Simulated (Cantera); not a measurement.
An isothermal, constant-pressure homogeneous reactor starts with 0.626 % H2, 18.4 % O2, 81.0 % N2, equivalence ratio 0.017, at 1400 K and 20.0 Torr.

Model: the H2/O2 subset of GRI-Mech 3.0, which has no nitrogen chemistry, integrated in Cantera. Radical loss at walls, strong at low pressure, is not modelled.

x: mole fraction; the columns are a selection and need not sum to one.

```
t (s)        x H2   x O2      x OH    x HO2    x H2O2       x H
--------  -------  -----  --------  -------  --------  --------
0.000500  0.00626  0.184   4.20e-8  2.68e-8  2.34e-11   1.58e-8
0.00119   0.00626  0.184   5.03e-7  6.42e-8  9.57e-11   1.66e-7
0.00282   0.00602  0.184  0.000106  3.27e-7  7.51e-10   3.53e-5
0.00668   9.82e-5  0.178  0.000830  4.38e-7   1.17e-8  0.000540
0.0159    7.04e-5  0.179  0.000754  4.11e-7   1.03e-8  0.000474
0.0377          …  0.179  0.000718  3.94e-7   9.95e-9         …
0.0894    5.06e-5  0.179  0.000641  3.56e-7   9.17e-9  0.000280
0.212     3.15e-5  0.180  0.000507  2.85e-7   7.53e-9  0.000134
0.503     1.36e-5  0.181  0.000334  1.80e-7   4.90e-9   3.73e-5
1.19      4.13e-6  0.181  0.000184  8.35e-8   2.30e-9   6.14e-6
2.84            …  0.181         …        …  8.15e-10         …
6.73      2.71e-7  0.181   4.73e-5  1.17e-8  2.59e-10   1.03e-7
16.0      8.53e-8  0.181   2.66e-5  7.88e-9  9.25e-11   1.82e-8
37.9      4.49e-8  0.181   1.93e-5  8.08e-9  5.27e-11   6.96e-9
90.0      4.10e-8  0.181   1.85e-5  8.19e-9  4.88e-11   6.08e-9
```

Question: Fill in the missing entries.

Answer: 
- 0.0377, x H2: 6.36e-5
- 0.0377, x H: 0.000402
- 2.84, x H2: 1.05e-6
- 2.84, x OH: 9.28e-5
- 2.84, x HO2: 3.02e-8
- 2.84, x H: 7.78e-7
